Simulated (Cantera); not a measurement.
## Hydrocarbon pyrolysis for carbon deposition

An isothermal, constant-pressure homogeneous reactor starts with CH4 : N2 = 1 : 190 (molar parts), at 1400 K and 293 Torr.

Cantera simulation using GRI-Mech 3.0 (53 species, 325 reactions); the numbers are that mechanism's predictions, not measurements. GRI-Mech 3.0 stops at C3 and has no aromatics, soot or wall deposition, so with more carbon than oxygen in the feed, carbon stays in small species such as C2H2 where larger ones or solid carbon would form.

```json
[
 {"t (s)": "0.000300", "x CH4": "0.00524", "x C2H": "<1e-12", "x HCN": "<1e-12", "x CH2": "<1e-12", "x C2H4": "<1e-12"},
 {"t (s)": "0.000949", "x CH4": "0.00524", "x C2H": "<1e-12", "x HCN": "<1e-12", "x CH2": "<1e-12", "x C2H4": "4.72e-12"},
 {"t (s)": "0.00300", "x CH4": "0.00524", "x C2H": "<1e-12", "x HCN": "<1e-12", "x CH2": "1.23e-12", "x C2H4": "1.56e-10"},
 {"t (s)": "0.00949", "x CH4": "0.00523", "x C2H": "<1e-12", "x HCN": "<1e-12", "x CH2": "1.02e-11", "x C2H4": "4.81e-9"},
 {"t (s)": "0.0300", "x CH4": "0.00523", "x C2H": "<1e-12", "x HCN": "<1e-12", "x CH2": "6.50e-11", "x C2H4": "1.17e-7"},
 {"t (s)": "0.0949", "x CH4": "0.00522", "x C2H": "<1e-12", "x HCN": "<1e-12", "x CH2": "2.63e-10", "x C2H4": "1.81e-6"},
 {"t (s)": "0.300", "x CH4": "0.00516", "x C2H": "<1e-12", "x HCN": "1.02e-11", "x CH2": "8.22e-10", "x C2H4": "2.01e-5"},
 {"t (s)": "0.949", "x CH4": "0.00485", "x C2H": "1.40e-11", "x HCN": "2.13e-10", "x CH2": "1.16e-9", "x C2H4": "9.08e-5"},
 {"t (s)": "3.00", "x CH4": "0.00417", "x C2H": "5.09e-11", "x HCN": "1.40e-9", "x CH2": "6.68e-10", "x C2H4": "6.08e-5"},
 {"t (s)": "9.49", "x CH4": "0.00312", "x C2H": "9.38e-11", "x HCN": "5.23e-9", "x CH2": "3.76e-10", "x C2H4": "2.27e-5"},
 {"t (s)": "30.0", "x CH4": "0.00180", "x C2H": "1.43e-10", "x HCN": "1.50e-8", "x CH2": "1.91e-10", "x C2H4": "8.53e-6"},
 {"t (s)": "94.9", "x CH4": "0.000746", "x C2H": "1.87e-10", "x HCN": "3.26e-8", "x CH2": "7.97e-11", "x C2H4": "5.71e-6"},
 {"t (s)": "300", "x CH4": "0.000247", "x C2H": "2.11e-10", "x HCN": "5.37e-8", "x CH2": "2.75e-11", "x C2H4": "6.01e-6"}
]
```
x: mole fraction; the columns are a selection and need not sum to one.

Equilibrium at this temperature and pressure: CH4 8.01e-6, C2H 1.06e-11, HCN 0.00495, CH2 <1e-12, C2H4 3.07e-7 (gas phase only).
